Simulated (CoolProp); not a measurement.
The numbers come from the reference Helmholtz-energy equation of state, Lemmon 2006 in CoolProp. It is a short technical equation, of lower accuracy than the large ones.

### Question
Give the vapour pressure (MPa), liquid cp (kJ/(kg K)), vapour Z, surface tension (mN/m) of saturated C3F8 (R218) at 157.8 K.

### Answer
| T (K) | p (MPa) | liquid cp (kJ/(kg K)) | vapour Z | surface tension (mN/m) |
|---|---|---|---|---|
| 157.8 | 0.000310 | 0.830 | 0.999 | 20.5 |

Surface tension comes from a separate correlation (Mulero 2012).
